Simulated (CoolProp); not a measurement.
Aqueous magnesium chloride as a coolant, at 9 °C, 1 atm.

Values from CoolProp's Melinder's fits for secondary coolants.

| mass % | freezing point (°C) | viscosity (mPa s) | Prandtl number | cp (kJ/(kg K)) | density (kg/m³) |
|---|---|---|---|---|---|
| 3.4 | -2.0 | 1.57 | 10.9 | 3.980 | 1029 |
| 6 | -3.8 | 1.69 | 11.4 | 3.822 | 1051 |
| 8.6 | -6.4 | 1.90 | 12.5 | 3.670 | 1074 |
| 11.2 | -10.1 | 2.23 | 14.2 | 3.523 | 1098 |
| 13.8 | -14.5 | 2.59 | 16.0 | 3.382 | 1121 |
| 16.4 | -19.7 | 2.91 | 17.5 | 3.249 | 1145 |
| 19 | -25.9 | 3.34 | 19.6 | 3.125 | 1169 |
| 21.6 | -34.0 | 4.67 | 26.8 | 3.008 | 1196 |
